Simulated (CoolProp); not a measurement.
Vapour-liquid equilibrium of R152A (1) + isobutene (2) at 45.75 °C; x and y are mole fractions of (1).

Model: multi-fluid Helmholtz-energy mixture model, Outcalt 1996 and Lemmon 2005; pair parameters Bell 2016, in CoolProp.

| x | bubble pressure, mixture model (MPa) | bubble pressure, Raoult's law (MPa) | y, mixture model | y, Raoult's law |
|---|---|---|---|---|
| 0.05 | 0.6217 | 0.5725 | 0.146 | 0.092 |
| 0.2 | 0.7896 | 0.6490 | 0.393 | 0.326 |
| 0.35 | 0.9003 | 0.7255 | 0.529 | 0.510 |
| 0.5 | 0.9765 | 0.8020 | 0.629 | 0.659 |
| 0.65 | 1.029 | 0.8785 | 0.720 | 0.782 |
| 0.8 | 1.061 | 0.9551 | 0.819 | 0.885 |
| 0.95 | 1.065 | 1.032 | 0.946 | 0.973 |

The largest gap from Raoult's law is +24.1 % in bubble pressure, at x = 0.35. y crosses x between x = 0.8 and 0.95: the model has an azeotrope there.

Pair parameters are fitted to limited data, so mixtures are less certain than the pure fluids.
